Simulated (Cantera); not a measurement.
Silicon epitaxy and polysilicon growth: Si₃H₈ + Cl₂ + H₂

Charge: 1 mol Si₃H₈, 0.03 mol Cl₂, 110 mol H₂, at 1077 °C and 1.00 bar.

Method: chemical equilibrium by Gibbs-energy minimisation in Cantera with the NASA 1993 tables (ideal gas, pure condensed phases). Candidate condensed phases: Si; 19 gas species. The feed counts by its element totals alone. Kinetics and transport are ignored.

```
Item           Result
----------  ---------
x(H₂)           0.999
x(HCl)       0.000524
x(H)          2.38e-6
n(Si(s))     3.00 mol
gas amount  114.0 mol
```
